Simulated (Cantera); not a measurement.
A closed system holds: 1 mol TEOS, 0.58 mol O3, 2.7 mol N2, held at 1677 °C and 1.00 Torr.

These are equilibrium values from Cantera (NASA tables, ideal gas, pure condensed phases), not measurements of a reactor. Candidate condensed phases: C, C6H6, C7H8, C8H18, H2O, Si, SiC, SiO2, Si2N2O, Si3N4; 151 gas species. The feed counts by its element totals alone. Equilibrium is a limit: real reactors are often held back by kinetics, nucleation or transport.

**Question.** What is the equilibrium state?

**Answer.** 
| Item | Result |
|---|---|
| x(H2) | 0.522 |
| x(CO) | 0.305 |
| x(N2) | 0.143 |
| x(H) | 0.0227 |
| x(HCN) | 0.00329 |
| x(SiO) | 0.00252 |
| x(Si) | 0.000810 |
| x(C2H2 (acetylene)) | 0.000285 |
| x(HNC) | 0.000170 |
| n(C(graphite)) | 1.29 mol |
| n(SiC(s)) | 0.936 mol |
| gas amount | 18.67 mol |
| log10 activity of Si(l) (absent) | -1.34 |
